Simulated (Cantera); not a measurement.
Feed: 1 mol B2H6, 1.8 mol O2, held at 1125 °C and 100000 Pa.

Method: chemical equilibrium by Gibbs-energy minimisation in Cantera with the NASA 1993 tables (ideal gas, pure condensed phases). Candidate condensed phases: B, B2O3, B3O3H3, H2O; 23 gas species. The feed counts by its element totals alone. Gases not in the tables: H3BO3. Rates play no part.

Base state: H2 0.799, H2O 0.197, HBO2 0.00407, (HBO2)3 0.000533 (mole fractions); condensed: B2O3(l).

Problem. What changes in the equilibrium state with this change: temperature from 1125 °C to 1725 °C?

Solution. 
```csv
species,before,after
H2,0.799,0.682
HBO2,0.00407,0.182
H2O,0.197,0.0858
B2O3,2.30e-6,0.0403
B2O2,<1e-9,0.000256
BO,<1e-9,0.000226
BO2,<1e-9,4.26e-5
HBO,4.57e-6,0.00800
OH,2.06e-8,1.66e-5
"B2O3(l), mol",0.991,0.528
```
